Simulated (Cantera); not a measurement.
## Thermodynamics of nitride etching, feed BN + Cl2

Input: 1 mol BN, 5.2 mol Cl2, at 973 K and 23.3 Torr.

These are equilibrium values from Cantera (NASA tables, ideal gas, pure condensed phases), not measurements of a reactor. Candidate condensed phases: B, BN; 10 gas species. The numbers say what is thermodynamically allowed, not how fast it happens.

```yaml
x(Cl2): 0.710
x(BCl3): 0.192
x(N2): 0.0961
x(Cl): 0.00123
gas_amount: 5.203 mol
log10 activity of B(s) (absent): -18.74
```
